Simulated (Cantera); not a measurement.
Input: 1 mol AlCl₃, 79 mol NH₃, 3.8 mol N₂, equilibrated at 8.20 mbar.

Cantera equilibrium calculation (NASA polynomials, part measured and part estimated; ideal gas, pure solids and liquids). Candidate condensed phases: Al, AlCl₃, AlN, NH₄Cl; 20 gas species. The tables' values for AlCl₂ are old estimates; treat these amounts as uncertain. Rates play no part.

**Question.** At 1775 K, list the 5 most abundant gas species with their mole fractions, and the condensed phases.

**Answer.** H₂ 0.715, N₂ 0.264, HCl 0.0121, AlCl 0.00599, H 0.00270. Condensed: gas only.
